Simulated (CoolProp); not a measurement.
Properties of R134a along the isotherm 238.6 K (Tc = 374.2 K, pc = 40.59 bar, ω = 0.327).

Model: reference Helmholtz-energy equation of state, Tillner-Roth 1994, in CoolProp.

```
p (bar)   phase  cp (kJ/(kg K))  isothermal compressibility (1/MPa)
-------  ------  --------------  ----------------------------------
1.28     liquid           1.264                            0.001758
1.94     liquid           1.264                            0.001756
2.92     liquid           1.264                            0.001753
4.41     liquid           1.263                            0.001748
6.65     liquid           1.263                            0.001740
10       liquid           1.262                            0.001729
15.1     liquid           1.261                            0.001712
22.8     liquid           1.259                            0.001688
34.4     liquid           1.257                            0.001652
52       liquid           1.253                            0.001602
78.4     liquid           1.248                            0.001533
118      liquid           1.241                            0.001441
178      liquid           1.232                            0.001323
269      liquid           1.222                            0.001181
406      liquid           1.210                            0.001022
```
